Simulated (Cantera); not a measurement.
Transport properties of process gases

Gas mixture: NH₃ : C₂H₄ : C₂H₂ = 0.95 : 0.31 : 0.95 (molar parts), at 0.410 bar, frozen composition.

Cantera's kinetic-theory transport with the Lennard-Jones parameters of GRI-Mech 3.0, ideal gas; thermal conductivity in the multicomponent form. Polar gases are described roughly by these parameters.

```json
[
 {"T (K)": "400", "ρ (kg/m³)": "0.277", "cp (J/kg/K)": "2032", "μ (µPa s)": "13.7", "λ (mW/m/K)": "38.9", "Pr": "0.717", "D (cm²/s) CH₃": "0.822", "D (cm²/s) H₂O": "0.788", "D (cm²/s) N₂": "0.779"},
 {"T (K)": "500", "ρ (kg/m³)": "0.221", "cp (J/kg/K)": "2241", "μ (µPa s)": "16.8", "λ (mW/m/K)": "52.5", "Pr": "0.718", "D (cm²/s) CH₃": "1.24", "D (cm²/s) H₂O": "1.23", "D (cm²/s) N₂": "1.16"},
 {"T (K)": "600", "ρ (kg/m³)": "0.184", "cp (J/kg/K)": "2424", "μ (µPa s)": "19.7", "λ (mW/m/K)": "66.4", "Pr": "0.719", "D (cm²/s) CH₃": "1.71", "D (cm²/s) H₂O": "1.75", "D (cm²/s) N₂": "1.60"},
 {"T (K)": "700", "ρ (kg/m³)": "0.158", "cp (J/kg/K)": "2582", "μ (µPa s)": "22.4", "λ (mW/m/K)": "80.5", "Pr": "0.720", "D (cm²/s) CH₃": "2.25", "D (cm²/s) H₂O": "2.36", "D (cm²/s) N₂": "2.10"},
 {"T (K)": "800", "ρ (kg/m³)": "0.138", "cp (J/kg/K)": "2720", "μ (µPa s)": "25.0", "λ (mW/m/K)": "94.5", "Pr": "0.720", "D (cm²/s) CH₃": "2.84", "D (cm²/s) H₂O": "3.04", "D (cm²/s) N₂": "2.64"},
 {"T (K)": "900", "ρ (kg/m³)": "0.123", "cp (J/kg/K)": "2846", "μ (µPa s)": "27.5", "λ (mW/m/K)": "108", "Pr": "0.721", "D (cm²/s) CH₃": "3.48", "D (cm²/s) H₂O": "3.78", "D (cm²/s) N₂": "3.23"},
 {"T (K)": "1000", "ρ (kg/m³)": "0.111", "cp (J/kg/K)": "2971", "μ (µPa s)": "29.8", "λ (mW/m/K)": "123", "Pr": "0.721", "D (cm²/s) CH₃": "4.17", "D (cm²/s) H₂O": "4.59", "D (cm²/s) N₂": "3.87"}
]
```
D: mixture-averaged diffusion coefficient of that species in the mixture.
